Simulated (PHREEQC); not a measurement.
Dissolve 0.011 mol CdSO4, 0.033 mol H3PO4 and 0.22 mol RbCl per kg of water at 20 °C. Closed to the air; pH follows from the charge balance.

Equilibrium calculation in PHREEQC: ion-association model, wateq4f.dat.

Precipitation was switched off in this run.

Problem. What pH, ionic strength, activity of water does the model give?

Solution. pH 1.97; ionic strength 0.252 mol/kgw; activity of water 0.992.

Problem. In which forms is P present?

Solution. H3PO4 51 %, H2PO4- 49 % of the P.

H3PO4, which wateq4f.dat lacks, is added to it with the constant of phreeqc.dat. The database has no phosphate complexes of Cd.
